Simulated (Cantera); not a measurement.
Hydrocarbon pyrolysis for carbon deposition

A perfectly stirred reactor is fed with 18.9 % C₂H₆, 81.1 % N₂, at 0.0650 bar; it is held at 1500 K, and followed from long to short residence time.

Cantera simulation using GRI-Mech 3.0 (53 species, 325 reactions); the numbers are that mechanism's predictions, not measurements. GRI-Mech 3.0 stops at C3 and has no aromatics, soot or wall deposition, so with more carbon than oxygen in the feed, carbon stays in small species such as C2H2 where larger ones or solid carbon would form.

| τ (s) | x C₂H₆ | x C₂H₄ | x H | x HCN | x CH₃ |
|---|---|---|---|---|---|
| 0.50 | 0.000443 | 0.00331 | 0.000120 | 2.16e-7 | 0.000416 |
| 0.15 | 0.00124 | 0.00744 | 0.000145 | 1.68e-7 | 0.000699 |
| 0.044 | 0.00358 | 0.0172 | 0.000170 | 1.25e-7 | 0.00118 |
| 0.013 | 0.0105 | 0.0355 | 0.000189 | 9.16e-8 | 0.00200 |
| 0.0040 | 0.0295 | 0.0568 | 0.000191 | 6.66e-8 | 0.00334 |
| 0.0012 | 0.0745 | 0.0592 | 0.000168 | 4.47e-8 | 0.00507 |
| 0.00036 | 0.135 | 0.0319 | 0.000128 | 2.66e-8 | 0.00572 |
x: mole fraction; the columns are a selection and need not sum to one.
